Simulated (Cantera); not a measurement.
Feed: 1 mol C2H6, 0.02 mol CO2, 15 mol H2, held at 71.0 Pa.

These are equilibrium values from Cantera (NASA tables, ideal gas, pure condensed phases), not measurements of a reactor. Candidate condensed phases: C, C6H6, C7H8, C8H18, H2O; 110 gas species. Kinetics and transport are ignored. All values below are at 977 °C.

Base state: H2 0.998, CO 0.00222, H 1.81e-5 (mole fractions); condensed: C(graphite).

Question: What changes in the equilibrium state with this change: CO2 from 0.02 to 0.52 mol?

Answer: 
```csv
species,before,after
H2,0.998,0.945
CO,0.00222,0.0546
H,1.81e-5,1.76e-5
"C(graphite), mol",1.98,1.48
```
